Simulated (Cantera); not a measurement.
An isothermal, constant-pressure homogeneous reactor starts with 90.1 % CH₄, 9.91 % H₂O, at 2025 K and 0.220 bar.

Model: GRI-Mech 3.0 (53 species, 325 reactions), integrated in Cantera. GRI-Mech 3.0 stops at C3 and has no aromatics, soot or wall deposition, so with more carbon than oxygen in the feed, carbon stays in small species such as C2H2 where larger ones or solid carbon would form.

x: mole fraction; the columns are a selection and need not sum to one.

```tsv
t (s)	x CH₄	x H₂O	x C₂H	x CO₂	x O	x C₂H₂	x HCO
3.00e-5	0.859	0.0977	___	1.12e-10	8.60e-9	0.000214	8.10e-8
0.000123	0.513	0.0822	___	2.13e-7	3.83e-8	0.0475	9.88e-7
0.000504	0.153	0.0589	___	5.45e-6	2.06e-8	0.186	3.17e-7
0.00206	0.0386	0.0482	___	4.86e-5	1.94e-8	0.221	1.05e-7
0.00845	0.0106	0.0329	2.10e-5	0.000171	1.70e-8	0.219	3.43e-8
0.0346	0.00498	0.00857	1.97e-5	0.000105	4.82e-9	0.204	1.48e-8
0.142	0.00109	5.71e-5	1.94e-5	8.34e-7	3.32e-11	0.200	1.31e-8
0.582	0.000833	4.95e-8	1.94e-5	7.04e-10	<1e-12	0.200	1.31e-8
2.38	0.000833	4.95e-8	1.94e-5	7.04e-10	<1e-12	0.200	1.31e-8
9.76	0.000833	4.95e-8	1.94e-5	7.04e-10	<1e-12	0.200	1.31e-8
40.0	0.000833	4.95e-8	1.94e-5	7.04e-10	<1e-12	0.200	1.31e-8
```

Q: Some entries are withheld; supply them.

A: 
- 3.00e-5, x C₂H: 9.83e-9
- 0.000123, x C₂H: 3.97e-6
- 0.000504, x C₂H: 1.39e-5
- 0.00206, x C₂H: 1.86e-5
